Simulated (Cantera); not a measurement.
An isothermal, constant-pressure homogeneous reactor starts with 87.7 % N2O, 12.3 % H2O, at 1425 K and 0.132 atm.

Computed with Cantera and GRI-Mech 3.0 (53 species, 325 reactions). GRI-Mech 3.0 was tuned for natural gas; its chemistry of N2O as a main component is partial and can be far from experiment. The temperature is held fixed by assumption; the heat of reaction is taken as removed at once.

x: mole fraction; the columns are a selection and need not sum to one.

```tsv
t (s)	x N2O	x H2O	x NO	x O	x HO2	x O2	x H2O2
3.00e-5	0.877	0.123	9.79e-6	3.28e-5	1.43e-7	1.85e-5	1.74e-10
8.35e-5	0.877	0.123	4.37e-5	4.21e-5	1.85e-6	8.32e-5	[?]
0.000232	0.876	0.123	0.000146	4.26e-5	1.28e-5	0.000288	[?]
0.000646	0.873	0.123	0.000429	4.35e-5	2.57e-5	0.000945	[?]
0.00180	0.867	0.122	0.00120	4.38e-5	2.35e-5	0.00289	[?]
0.00500	0.848	0.121	0.00323	4.33e-5	1.93e-5	0.00823	[?]
0.0139	0.799	0.119	0.00858	4.20e-5	1.38e-5	0.0223	[?]
0.0387	0.682	0.114	0.0215	4.00e-5	7.61e-6	0.0562	[?]
0.108	0.459	0.105	0.0459	3.70e-5	3.02e-6	0.122	[?]
0.300	0.180	0.0929	0.0748	3.18e-5	8.06e-7	0.204	[?]
0.834	0.0232	0.0863	0.0884	1.78e-5	1.68e-7	0.252	[?]
2.32	0.000497	0.0854	0.0889	2.55e-6	7.49e-8	0.260	[?]
6.46	1.61e-6	0.0853	0.0889	1.95e-6	7.25e-8	0.260	2.09e-9
18.0	1.56e-6	0.0853	0.0888	1.96e-6	7.25e-8	0.260	2.10e-9
50.0	1.55e-6	0.0853	0.0885	1.96e-6	7.25e-8	0.260	2.10e-9
```

What belongs in the gaps?


- 8.35e-5, x H2O2: 5.84e-9
- 0.000232, x H2O2: 9.54e-8
- 0.000646, x H2O2: 2.86e-7
- 0.00180, x H2O2: 2.46e-7
- 0.00500, x H2O2: 1.85e-7
- 0.0139, x H2O2: 1.21e-7
- 0.0387, x H2O2: 6.59e-8
- 0.108, x H2O2: 3.52e-8
- 0.300, x H2O2: 2.12e-8
- 0.834, x H2O2: 1.17e-8
- 2.32, x H2O2: 2.55e-9
